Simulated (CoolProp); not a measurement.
Vapour-liquid equilibrium of C2F6 (R116) (1) + R22 (2) at 266.6 K; x and y are mole fractions of (1).

The numbers come from the multi-fluid Helmholtz-energy mixture model, Lemmon 2006 and Kamei 1995; pair parameters Bell 2016 in CoolProp.

| x | bubble pressure (MPa) | y at the bubble point | dew pressure at overall composition x (MPa) | liquid density (mol/L) |
|---|---|---|---|---|
| 0.05 | ? | 0.340 | 0.4215 | ? |
| 0.125 | 0.8322 | 0.526 | 0.4580 | 14.00 |
| 0.2 | 0.9852 | 0.608 | 0.5010 | 13.39 |
| 0.275 | 1.091 | 0.654 | 0.5526 | 12.80 |
| 0.35 | 1.168 | 0.686 | 0.6153 | 12.24 |
| 0.425 | 1.229 | ? | 0.6932 | ? |
| 0.5 | 1.282 | 0.735 | 0.7920 | 11.19 |
| 0.575 | 1.331 | 0.759 | 0.9191 | 10.71 |
| 0.65 | 1.378 | 0.786 | 1.081 | 10.26 |
| 0.725 | 1.424 | 0.817 | 1.260 | 9.845 |
| 0.8 | 1.467 | 0.855 | 1.400 | 9.465 |
| 0.875 | 1.505 | 0.901 | 1.485 | 9.125 |
| 0.95 | 1.533 | 0.956 | 1.531 | 8.827 |

**Question.** Some entries are withheld; supply them.

**Answer.** 
- 0.05, bubble pressure (MPa): 0.6065
- 0.05, liquid density (mol/L): 14.64
- 0.425, y at the bubble point: 0.711
- 0.425, liquid density (mol/L): 11.70

No azeotrope shows between x = 0.05 and 0.95.

The pair parameters rest on a limited set of measurements; away from them the model extrapolates. With so large a gap from Raoult's law the liquid may split in two, which this calculation doesn't test in full.
